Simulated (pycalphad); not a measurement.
Computed with pycalphad from the COST 507 light-alloy database (1999), at 1 atm. The data set is of 1999 and partly superseded. The system is extrapolated from its subsystems; higher-order compounds may be missing. Amounts are mole fractions of atoms.

Q: Give the equilibrium state of Al-0.47Sn-10.1Si (at.%) at 650 K.

A: 
```
T = 650.00 K, P = 101325 Pa, N = 1 mol of atoms
G = -21788 J/mol, H = 9378 J/mol, S = 47.95 J/(mol K)  (SER reference)
chemical potentials (J/mol): Al -22388, Sn -40152, Si -15618
phase             fraction      x(Al)      x(Sn)      x(Si)
FCC_A1              0.8959     0.9977   0.000406     0.0019
DIAMOND_A4          0.0993   6.54e-09   3.15e-07     1.0000
LIQUID              0.0048     0.0947     0.9052   5.76e-05
```

Q: Give the equilibrium state of Al-0.47Sn-10.1Si (at.%) at 500 K.

A: 
```
T = 500.00 K, P = 101325 Pa, N = 1 mol of atoms
G = -15133 J/mol, H = 5129 J/mol, S = 40.52 J/(mol K)  (SER reference)
chemical potentials (J/mol): Al -15579, Sn -27220, Si -10615
phase             fraction      x(Al)      x(Sn)      x(Si)
FCC_A1              0.8944     0.9998   3.71e-05   0.000131
DIAMOND_A4          0.1009   1.22e-11   1.87e-07     1.0000
BCT_A5              0.0047     0.0098     0.9902       none
```

FCC_A1 is fcc; DIAMOND_A4 is diamond (Si); BCT_A5 is bct (Sn). An entry "none" or "no" means that the model of the phase leaves that element out.
